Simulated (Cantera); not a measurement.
A Cantera script and what it prints.

```python
import numpy as np
import cantera as ct

gas_names = [...]  # 118 gases of nasa_gas.yaml made of C, Cl, F, H
cond_names = """
    C(gr) C6H6(L) C7H8(L) C8H18(L),n-octa
""".split()


# ... load() reads the species with a 1 bar reference pressure and builds the phases ...
atoms = {
    'CH3F': {'C': 1, 'H': 3, 'F': 1},
    'HCl': {'H': 1, 'CL': 1},
    'H2': {'H': 2},
}
top_T = {'C(gr)': 4500}  # K; cautious upper limits of use, not melting points


# ... equilibrate(T, P, feed) seeds the gas with the atoms and calls Mixture.equilibrate('TP', solver="vcs", rtol=1e-11, max_steps=5000) ...
results = []
feed = {'CH3F': 1, 'HCl': 1.3, 'H2': 0.14}  # mol
P = 5800  # Pa
for T in [2500, 2550, 2600, 2650, 2700, 2750, 2800, 2850, 2900, 2950]:
    mix = equilibrate(T, P, feed)
    results.append((T, P, feed, dict(zip(mix.species_names, mix.species_moles))))

top = {s: max(r[3][s] / sum(r[3][g] for g in gas_names) for r in results) for s in gas_names}
cols = sorted((s for s in top if top[s] > 1e-06), key=lambda s: -top[s])[:8]
seen = [c for c in cond_names if any(r[3].get(c, 0) > 1e-12 for r in results)]
print("log10 of partial pressures in bar; condensed amounts in mol")
print(f"{'T/K':>10s}" + "".join(f"{s[:9]:>10s}" for s in cols + seen))
for T, P, feed, n in results:
    ng = sum(n[g] for g in gas_names)
    print(f"{T:10.4g}" + "".join(f"{np.log10(max(n[s] / ng * P / 1e5, 1e-99)):10.3f}" for s in cols)
          + "".join(f"{n.get(c, 0):10.4g}" for c in seen))
```

Result:

```
log10 of partial pressures in bar; condensed amounts in mol
       T/K       HCL        H2        HF         H        CL C2H2,acet        C3       C2H     C(gr)
      2500    -1.736    -1.754    -1.796    -2.476    -2.610    -3.720    -6.304    -5.586    0.9752
      2550    -1.754    -1.763    -1.801    -2.388    -2.531    -3.639    -5.973    -5.362    0.9695
      2600    -1.774    -1.775    -1.807    -2.303    -2.457    -3.565    -5.655    -5.149    0.9627
      2650    -1.798    -1.788    -1.813    -2.223    -2.389    -3.496    -5.349    -4.944    0.9546
      2700    -1.825    -1.805    -1.821    -2.148    -2.326    -3.432    -5.056    -4.749    0.9448
      2750    -1.857    -1.824    -1.829    -2.077    -2.269    -3.375    -4.773    -4.563     0.933
      2800    -1.892    -1.846    -1.839    -2.010    -2.217    -3.323    -4.501    -4.386    0.9181
      2850    -1.932    -1.873    -1.849    -1.948    -2.170    -3.278    -4.238    -4.217    0.8988
      2900    -1.977    -1.903    -1.861    -1.891    -2.128    -3.240    -3.985    -4.057    0.8728
      2950    -2.026    -1.939    -1.874    -1.839    -2.092    -3.209    -3.741    -3.906    0.8361
```

Equilibrium computed with Cantera from the NASA thermochemical tables; the gas is ideal and each condensed phase is pure.
